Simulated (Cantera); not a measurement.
Charge: 1 mol Ti(OiPr)₄, 0.22 mol O₂, a varied amount of N₂, held at 1700 K and 0.133 bar.

Method: chemical equilibrium by Gibbs-energy minimisation in Cantera with the NASA 1993 tables (ideal gas, pure condensed phases). Candidate condensed phases: C, C₆H₆, C₇H₈, C₈H₁₈, H₂O, Ti, TiC, TiN, TiO, TiO₂, Ti₂O₃, Ti₃O₅, Ti₄O₇; 139 gas species. The feed counts by its element totals alone. TiC: taken at fixed stoichiometry. Equilibrium is a limit: real reactors are often held back by kinetics, nucleation or transport.

x: gas mole fraction; n: condensed amount in mol.

```
n(N₂) (mol)   x N₂        x H₂        x CO     x HCN  n C(graphite)  n TiC(s)
-----------  -----  ----------  ----------  --------  -------------  --------
19           0.507       0.373       0.119   0.00159           6.50      1.00
23           0.554       0.337       0.107   0.00158           6.49      1.00
29           0.610       0.294      0.0936   0.00155           6.48      1.00
37           0.667       0.252      0.0801   0.00150           6.47      1.00
46           0.713       0.216      0.0689   0.00144           6.46      1.00
58           0.758       0.182      0.0581   0.00136           6.45      1.00
73           0.798       0.152      0.0486   0.00128           6.44      1.00
92           0.832  (withheld)  (withheld)   0.00119           6.42      1.00
120          0.866       0.100      0.0321   0.00108           6.40      1.00
140          0.883  (withheld)  (withheld)   0.00102           6.39      1.00
180          0.907      0.0700      0.0224  0.000923           6.37      1.00
```

Problem. Complete the blanks.

Solution. 
- 140, x H₂: 0.0878
- 140, x CO: 0.0280
- 92, x H₂: 0.126
- 92, x CO: 0.0402
